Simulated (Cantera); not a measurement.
A Cantera script and what it prints.

```python
import numpy as np
import cantera as ct

gas_names = """
    AL ALCL ALCL2 ALCL3 ALN AL2 AL2CL6 CL CL2 N N2
""".split()
cond_names = """
    AL(cr) AL(L) ALCL3(s) ALCL3(L) ALN(s)
""".split()


# ... load() reads the species with a 1 bar reference pressure and builds the phases ...
atoms = {
    'AlN': {'AL': 1, 'N': 1},
    'Cl2': {'CL': 2},
    'N2': {'N': 2},
}
top_T = {'ALN(s)': 2750}  # K; cautious upper limits of use, not melting points


# ... equilibrate(T, P, feed) seeds the gas with the atoms and calls Mixture.equilibrate('TP', solver="vcs", rtol=1e-11, max_steps=5000) ...
results = []
feed = {'AlN': 1, 'Cl2': 12, 'N2': 17}  # mol
T = 1400  # K
for P in [1, 4.2, 18, 75, 320, 1300, 5600, 24000, 100000]:
    mix = equilibrate(T, P, feed)
    results.append((T, P, feed, dict(zip(mix.species_names, mix.species_moles))))

top = {s: max(r[3][s] / sum(r[3][g] for g in gas_names) for r in results) for s in gas_names}
cols = sorted((s for s in top if top[s] > 1e-06), key=lambda s: -top[s])[:7]
seen = [c for c in cond_names if any(r[3].get(c, 0) > 1e-12 for r in results)]
print("log10 of partial pressures in bar; condensed amounts in mol")
print(f"{'P/Pa':>10s}" + "".join(f"{s[:9]:>10s}" for s in cols + seen))
for T, P, feed, n in results:
    ng = sum(n[g] for g in gas_names)
    print(f"{P:10.4g}" + "".join(f"{np.log10(max(n[s] / ng * P / 1e5, 1e-99)):10.3f}" for s in cols)
          + "".join(f"{n.get(c, 0):10.4g}" for c in seen))
```

Output:

```
log10 of partial pressures in bar; condensed amounts in mol
      P/Pa        N2        CL       CL2     ALCL3     ALCL2    AL2CL6
         1    -5.352    -5.279    -7.464    -6.595    -9.886   -15.866
       4.2    -4.724    -4.668    -6.243    -5.968    -9.869   -14.611
        18    -4.078    -4.080    -5.068    -5.321    -9.810   -13.318
        75    -3.430    -3.572    -4.051    -4.673    -9.670   -12.021
       320    -2.767    -3.136    -3.180    -4.010    -9.443   -10.695
      1300    -2.135    -2.771    -2.449    -3.378    -9.176    -9.431
      5600    -1.486    -2.422    -1.752    -2.729    -8.876    -8.134
   2.4e+04    -0.847    -2.091    -1.090    -2.090    -8.568    -6.855
     1e+05    -0.223    -1.774    -0.455    -1.466    -8.261    -5.608
```

Equilibrium computed with Cantera from the NASA thermochemical tables; the gas is ideal and each condensed phase is pure. The tables' values for AlCl2 are old estimates; treat these amounts as uncertain.
